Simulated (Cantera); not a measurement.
Feed: 1 mol SiHCl3, 0.39 mol C2H4, 180 mol H2, at 10000 Pa.

Method: chemical equilibrium by Gibbs-energy minimisation in Cantera with the NASA 1993 tables (ideal gas, pure condensed phases). Candidate condensed phases: C, C6H6, C7H8, C8H18, Si, SiC; 109 gas species. Mutual solubility and eutectic melting of coexisting phases are not modelled. The tables' values for SiCl, SiCl3 are old estimates; treat these amounts as uncertain. Gases not in the tables: Si2H6 and higher silanes. Kinetics and transport are ignored.

x: gas mole fraction; n: condensed amount in mol.

```tsv
T (°C)	x H2	x H	x HCl	x Si	x C2H2 (acetylene)	x SiCl4	x Cl	n SiC(s)	n Si(s)	n Si(l)
627	0.988	3.67e-10	0.00968	<1e-12	<1e-12	0.00138	3.51e-12	0.672	0	0
777	0.986	___	___	<1e-12	<1e-12	___	___	0.778	0	0
927	0.985	6.19e-7	0.0144	1.39e-11	<1e-12	7.50e-5	7.87e-9	0.780	0.0715	0
1077	0.984	7.48e-6	0.0150	1.99e-9	1.76e-11	3.91e-6	9.48e-8	0.780	0.0939	0
1227	0.984	5.52e-5	0.0149	1.05e-7	4.72e-10	3.24e-7	6.75e-7	0.780	0.0846	0
1377	0.984	0.000285	0.0148	2.68e-6	6.92e-9	4.18e-8	3.36e-6	0.780	0.0716	0
1527	0.983	0.00112	0.0150	3.18e-5	1.00e-7	6.59e-9	1.31e-5	0.780	0	0.0753
1677	0.980	0.00359	0.0151	0.000238	1.10e-6	1.30e-9	4.15e-5	0.778	0	0.0338
1827	0.973	0.00972	0.0156	0.000684	3.25e-5	1.84e-10	0.000115	0.761	0	0
1977	0.958	___	0.0156	___	___	___	___	___	0	0
2127	0.929	0.0485	0.0151	0.00396	0.00174	6.29e-12	0.000562	0	0	0
2277	0.885	0.0928	0.0144	0.00436	0.00177	<1e-12	0.00106	0	0	0
```

Problem. Complete the blanks.

Solution. 
- 1977, x H: 0.0230
- 1977, x Si: 0.00173
- 1977, x C2H2 (acetylene): 0.000585
- 1977, x SiCl4: 3.12e-11
- 1977, x Cl: 0.000270
- 1977, n SiC(s): 0.524
- 777, x H: 2.55e-8
- 777, x HCl: 0.0123
- 777, x SiCl4: 0.000573
- 777, x Cl: 2.90e-10
